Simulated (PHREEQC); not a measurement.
Consider water at 25 °C with 0.034 mol/kgw NaH2PO4, 0.00055 mol/kgw K2CO3 and 0.00062 mol/kgw Na2S. Closed to the air; pH follows from the charge balance.

The numbers come from PHREEQC with the ion-association model, phreeqc.dat.

Each row changes one thing in this solution. Precipitation was switched off in this run.

```csv
case,pH,ionic strength (mol/kgw),H2PO4- (mol/kgw),HPO4-2 (mol/kgw),H2S (mol/kgw),CO2 (mol/kgw)
as made,5.79,0.0384,0.0318,0.00209,0.000570,0.000411
0.00048 mol/kgw Ca(OH)2 added,5.94,0.0400,0.0308,0.00286,0.000552,0.000373
temperature from 25 to 10 °C,5.84,0.0384,0.0318,0.00211,0.000586,0.000426
diluted 2-fold with water,5.85,0.0192,0.0159,0.00105,0.000283,0.000201
K2CO3 from 0.00055 to 0.000275 mol/kgw,5.69,0.0374,0.0323,0.00165,0.000581,0.000218
```

Species that the database lacks are ignored. Away from 25 °C the constants follow the database's enthalpies or fits; those with neither stay at their 25 °C values.
